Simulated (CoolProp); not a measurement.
Properties of R227EA along the isobar 0.101 MPa (Tc = 101.8 °C, pc = 2.925 MPa, ω = 0.358).

The numbers come from the reference Helmholtz-energy equation of state, Lemmon 2016 in CoolProp.

```csv
T (°C),phase,cp (kJ/(kg K)),Joule-Thomson coefficient (K/MPa)
30.15,gas,0.8204,17.06
43.35,gas,0.8391,14.64
56.55,gas,0.8578,12.71
69.75,gas,0.8763,11.15
82.95,gas,0.8945,9.885
96.15,gas,0.9123,8.835
109.45,gas,0.9298,7.949
122.65,gas,0.9465,7.205
135.85,gas,0.9627,6.567
149.05,gas,0.9783,6.015
162.25,gas,0.9933,5.534
175.45,gas,1.008,5.110
188.65,gas,1.021,4.735
201.85,gas,1.035,4.400
```
